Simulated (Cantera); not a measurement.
What does this Cantera script print?

```python
import numpy as np
import cantera as ct

gas = ct.Solution("gri30.yaml")
gas.TPX = 473, 120000, {'CH4': 1, 'C2H6': 0.24, 'O2': 3.42, 'N2': 12.9}
flame = ct.FreeFlame(gas, width=0.035)
flame.set_refine_criteria(ratio=3, slope=0.08, curve=0.16)
flame.transport_model = "mixture-averaged"
flame.solve(loglevel=0, auto=True)
flame.transport_model = "multicomponent"
flame.soret_enabled = False
flame.solve(loglevel=0, refine_grid=True)
z, T = flame.grid, flame.T
thick = (T[-1] - T[0]) / np.gradient(T, z).max()
show = ['CH4', 'C2H6', 'O2', 'CO2', 'H2O', 'NO2']
print(f"laminar burning velocity  {flame.velocity[0] * 100:.3f} cm/s")
print(f"burnt temperature         {T[-1]:.1f} K")
print(f"thermal thickness         {thick * 1e3:.4f} mm")
print(f"grid points               {len(z)}")
z0 = z[flame.heat_release_rate.argmax()]
print(f"{'z/mm':>9s}{'T/K':>9s}{'u/(m/s)':>9s}" + "".join(f"{s:>11s}" for s in show))
rows = []
for k in (-3, -2, -1.5, -1, -0.5, -0.25, 0, 0.25, 0.5, 1, 2, 4, 8):
    zz = z0 + k * thick
    rows.append([k * thick, np.interp(zz, z, T), np.interp(zz, z, flame.velocity),
                 *(np.interp(zz, z, flame.X[gas.species_index(s)]) for s in show)])
    print(f"{rows[-1][0] * 1e3:9.3f}{rows[-1][1]:9.1f}{rows[-1][2]:9.3f}" + "".join(f"{x:11.3e}" for x in rows[-1][3:]))
```

Output:

```
laminar burning velocity  67.301 cm/s
burnt temperature         2171.1 K
thermal thickness         0.3460 mm
grid points               142
     z/mm      T/K  u/(m/s)        CH4       C2H6         O2        CO2        H2O        NO2
   -1.038    473.1    0.674  5.691e-02  1.366e-02  1.947e-01  1.826e-07  2.698e-05  6.697e-11
   -0.692    474.9    0.677  5.678e-02  1.365e-02  1.943e-01  4.046e-06  3.114e-04  1.265e-09
   -0.519    482.1    0.688  5.642e-02  1.361e-02  1.936e-01  2.856e-05  1.365e-03  7.768e-09
   -0.346    535.0    0.767  5.425e-02  1.335e-02  1.892e-01  3.392e-04  7.978e-03  6.627e-08
   -0.173    887.2    1.288  4.038e-02  9.851e-03  1.597e-01  4.756e-03  4.460e-02  1.766e-07
   -0.087   1271.2    1.864  2.389e-02  4.395e-03  1.230e-01  1.300e-02  8.180e-02  5.234e-08
    0.000   1646.7    2.432  6.194e-03  2.712e-04  7.972e-02  2.721e-02  1.187e-01  8.814e-09
    0.087   1803.5    2.659  4.337e-04  6.131e-07  5.531e-02  4.263e-02  1.340e-01  3.148e-09
    0.173   1858.8    2.728  1.487e-05  3.460e-10  4.709e-02  5.365e-02  1.367e-01  3.416e-09
    0.346   1927.4    2.812  3.502e-08  4.904e-15  4.201e-02  6.407e-02  1.381e-01  4.386e-09
    0.692   2006.9    2.913  5.530e-13  3.384e-19  3.865e-02  7.041e-02  1.416e-01  6.486e-09
    1.384   2080.1    3.007  8.473e-17  1.142e-17  3.614e-02  7.465e-02  1.459e-01  1.101e-08
    2.768   2132.5    3.072 -8.941e-19 -3.122e-19  3.434e-02  7.817e-02  1.492e-01  1.903e-08
```

Detailed kinetics in Cantera: GRI-Mech 3.0 (53 species, 325 reactions). Burning velocities carry a grid error of a few per cent, more on coarse grids.
